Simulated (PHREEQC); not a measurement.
Make-up at 20 °C: 0.08 mol/kgw H2SiF6. Closed to the air; pH follows from the charge balance.

All values are PHREEQC results (ion-association model, phreeqc.dat), not measurements.

The ionic strength comes out as 0.236 mol/kgw. What activity coefficients do HF2-, F-, H+, SiF6-2 get?

HF2- 0.74, F- 0.70, H+ 0.79, SiF6-2 0.28.

Precipitation was switched off in this run. The solution is supersaturated, for example in Quartz (slow to form), Chalcedony (slow to form), so a real one may precipitate; this is no full list. SiF6-2 is the database's only silicon fluoride.
